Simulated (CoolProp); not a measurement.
Properties of C3F8 (R218) along the isobar 1700 kPa (Tc = 71.9 °C, pc = 2640 kPa, ω = 0.317).

The numbers come from the reference Helmholtz-energy equation of state, Lemmon 2006 in CoolProp. It is a short technical equation, of lower accuracy than the large ones.

```json
[
 {"T (°C)": "50.65", "phase": "liquid", "density (kg/m³)": "1141", "conductivity (mW/(m K))": "39.1", "Prandtl number": "3.89"},
 {"T (°C)": "60.35", "phase": "gas", "density (kg/m³)": "172.2", "conductivity (mW/(m K))": "…", "Prandtl number": "0.974"},
 {"T (°C)": "70.05", "phase": "gas", "density (kg/m³)": "…", "conductivity (mW/(m K))": "18.9", "Prandtl number": "0.905"},
 {"T (°C)": "79.75", "phase": "gas", "density (kg/m³)": "143.5", "conductivity (mW/(m K))": "19.1", "Prandtl number": "…"},
 {"T (°C)": "89.45", "phase": "gas", "density (kg/m³)": "134.4", "conductivity (mW/(m K))": "19.7", "Prandtl number": "0.839"},
 {"T (°C)": "99.05", "phase": "gas", "density (kg/m³)": "127.0", "conductivity (mW/(m K))": "20.3", "Prandtl number": "…"},
 {"T (°C)": "108.75", "phase": "gas", "density (kg/m³)": "120.7", "conductivity (mW/(m K))": "21.0", "Prandtl number": "0.803"},
 {"T (°C)": "118.45", "phase": "gas", "density (kg/m³)": "115.3", "conductivity (mW/(m K))": "…", "Prandtl number": "0.790"},
 {"T (°C)": "128.15", "phase": "gas", "density (kg/m³)": "110.5", "conductivity (mW/(m K))": "…", "Prandtl number": "0.778"},
 {"T (°C)": "137.85", "phase": "gas", "density (kg/m³)": "106.3", "conductivity (mW/(m K))": "23.5", "Prandtl number": "0.767"},
 {"T (°C)": "147.45", "phase": "gas", "density (kg/m³)": "102.5", "conductivity (mW/(m K))": "…", "Prandtl number": "…"},
 {"T (°C)": "157.15", "phase": "gas", "density (kg/m³)": "99.06", "conductivity (mW/(m K))": "25.2", "Prandtl number": "0.749"},
 {"T (°C)": "166.85", "phase": "gas", "density (kg/m³)": "95.89", "conductivity (mW/(m K))": "26.2", "Prandtl number": "0.741"}
]
```

### Question
Fill in the missing entries.

### Answer

- 60.35, conductivity (mW/(m K)): 19.0
- 70.05, density (kg/m³): 155.4
- 79.75, Prandtl number: 0.866
- 99.05, Prandtl number: 0.819
- 118.45, conductivity (mW/(m K)): 21.8
- 128.15, conductivity (mW/(m K)): 22.6
- 147.45, conductivity (mW/(m K)): 24.3
- 147.45, Prandtl number: 0.758

Viscosity comes from a separate model (Huber 2003), an estimate that may be off by 10 % or more. Thermal conductivity comes from a separate model (Huber 2003), an estimate that may be off by 10 % or more.
